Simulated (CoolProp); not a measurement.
Model: reference Helmholtz-energy equation of state, Thol 2022, in CoolProp.

Q: For vinyl chloride, give the phase and the cp (kJ/(kg K)), speed of sound (m/s) at 298.6 K and 0.101 MPa.

A: 
- 298.6 K and 0.101 MPa: gas; cp 0.878, speed of sound 214
